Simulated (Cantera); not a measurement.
Input: 1 mol CH₃F, 0.0075 mol CH₄, 7.6 mol H₂, 0.022 mol HCl, equilibrated at 0.133 bar.

Method: chemical equilibrium by Gibbs-energy minimisation in Cantera with the NASA 1993 tables (ideal gas, pure condensed phases). Candidate condensed phases: C, C₆H₆, C₇H₈, C₈H₁₈; 118 gas species. The numbers say what is thermodynamically allowed, not how fast it happens.

x: gas mole fraction; n: condensed amount in mol.

```json
[
 {"T (K)": "698", "x H₂": "0.765", "x CH₄": "0.117", "x HF": "0.116", "x H": "<1e-12", "x C₂H₂ (acetylene)": "<1e-12", "x HCl": "0.00255", "x Cl": "<1e-12", "n C(graphite)": "0"},
 {"T (K)": "898", "x H₂": "0.859", "x CH₄": "0.0315", "x HF": "0.107", "x H": "2.78e-10", "x C₂H₂ (acetylene)": "4.52e-11", "x HCl": "0.00235", "x Cl": "<1e-12", "n C(graphite)": "0.713"},
 {"T (K)": "1098", "x H₂": "0.890", "x CH₄": "[?]", "x HF": "0.104", "x H": "[?]", "x C₂H₂ (acetylene)": "[?]", "x HCl": "0.00229", "x Cl": "[?]", "n C(graphite)": "0.970"},
 {"T (K)": "1298", "x H₂": "0.893", "x CH₄": "0.000847", "x HF": "0.104", "x H": "2.77e-6", "x C₂H₂ (acetylene)": "4.98e-7", "x HCl": "0.00228", "x Cl": "5.99e-9", "n C(graphite)": "0.999"},
 {"T (K)": "1498", "x H₂": "0.894", "x CH₄": "0.000276", "x HF": "0.104", "x H": "4.45e-5", "x C₂H₂ (acetylene)": "7.87e-6", "x HCl": "0.00228", "x Cl": "9.17e-8", "n C(graphite)": "1.00"},
 {"T (K)": "1698", "x H₂": "0.893", "x CH₄": "[?]", "x HF": "0.104", "x H": "[?]", "x C₂H₂ (acetylene)": "[?]", "x HCl": "0.00228", "x Cl": "[?]", "n C(graphite)": "1.01"},
 {"T (K)": "1898", "x H₂": "0.892", "x CH₄": "5.99e-5", "x HF": "0.104", "x H": "0.00202", "x C₂H₂ (acetylene)": "0.000335", "x HCl": "0.00228", "x Cl": "3.90e-6", "n C(graphite)": "1.00"},
 {"T (K)": "2098", "x H₂": "0.885", "x CH₄": "3.46e-5", "x HF": "0.103", "x H": "0.00793", "x C₂H₂ (acetylene)": "0.00126", "x HCl": "0.00226", "x Cl": "1.49e-5", "n C(graphite)": "0.983"},
 {"T (K)": "2298", "x H₂": "0.867", "x CH₄": "2.15e-5", "x HF": "0.102", "x H": "0.0244", "x C₂H₂ (acetylene)": "0.00371", "x HCl": "0.00221", "x Cl": "4.48e-5", "n C(graphite)": "0.934"},
 {"T (K)": "2498", "x H₂": "0.826", "x CH₄": "1.37e-5", "x HF": "0.101", "x H": "0.0620", "x C₂H₂ (acetylene)": "0.00886", "x HCl": "0.00210", "x Cl": "0.000111", "n C(graphite)": "0.828"}
]
```

Task: Some entries are withheld; supply them.

Result: 
- 1098, x CH₄: 0.00386
- 1098, x H: 6.39e-8
- 1098, x C₂H₂ (acetylene): 1.13e-8
- 1098, x Cl: 1.48e-10
- 1698, x CH₄: 0.000117
- 1698, x H: 0.000374
- 1698, x C₂H₂ (acetylene): 6.44e-5
- 1698, x Cl: 7.44e-7
